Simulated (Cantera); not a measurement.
Feed: 1 mol SiCl4, 0.038 mol C2H2, 49 mol H2, 0.009 mol C2H4, equilibrated at 2.80 mbar.

Equilibrium computed with Cantera from the NASA thermochemical tables; the gas is ideal and each condensed phase is pure. Candidate condensed phases: C, C6H6, C7H8, C8H18, Si, SiC; 109 gas species. Mutual solubility and eutectic melting of coexisting phases are not modelled. The tables' values for SiCl, SiCl3 are old estimates; treat these amounts as uncertain. Gases not in the tables: Si2H6 and higher silanes. Rates play no part. All values below are at 1602 °C.

Base state: H2 0.917, HCl 0.0568, H 0.0119, SiCl2 0.00982, Si 0.00324, SiCl 0.000573, Cl 0.000556, SiH 0.000152 (mole fractions); condensed: Si(l) + SiC(s).

Q: What changes in the equilibrium state with this change: C2H4 from 0.009 to 0.28 mol?

A: 
```
species        before     after
-----------  --------  --------
H2              0.917     0.915
HCl            0.0568    0.0654
H              0.0119    0.0119
SiCl2         0.00982   0.00530
Si            0.00324   0.00131
Si2           2.43e-5   4.01e-6
SiH2          4.56e-5   1.85e-5
SiH          0.000152   6.17e-5
Si2C          5.03e-5   2.04e-5
SiCl         0.000573  0.000268
Si(l), mol      0.187         0
SiC(s), mol    0.0914     0.635
```
The tables' values for SiCl are old estimates; treat these amounts as uncertain.

Q: What changes in the equilibrium state with this change: pressure from 2.80 mbar to 0.120 bar?

A: 
```csv
species,before,after
H2,0.917,0.930
HCl,0.0568,0.0578
SiCl2,0.00982,0.0100
H,0.0119,0.00182
Si,0.00324,7.55e-5
Si2,2.43e-5,5.67e-7
Si2C,5.03e-5,1.17e-6
"Si(l), mol",0.187,0.377
"SiC(s), mol",0.0914,0.0938
```
